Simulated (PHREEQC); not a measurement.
1 kg of water holding 0.0075 mol KHCO3, 0.28 mol K2SO4 and 0.54 mol K2CO3 is evaporated at 20 °C; the solids stay in contact with the brine. CO2 is held at log p = -3.4 (atm). Solids allowed: Arcanite, Kalicinite, Misenite. Others were left out.

The series has 12 steps of water left (kg), from 0.9985 to 0.1145.

The numbers come from PHREEQC with the Pitzer model, pitzer.dat.

Q: Which solids form, in which order, and at which step of the series does each first stand?

A: Arcanite from water left = 0.8205 kg (pH 10.20).

Species that the database lacks are ignored.
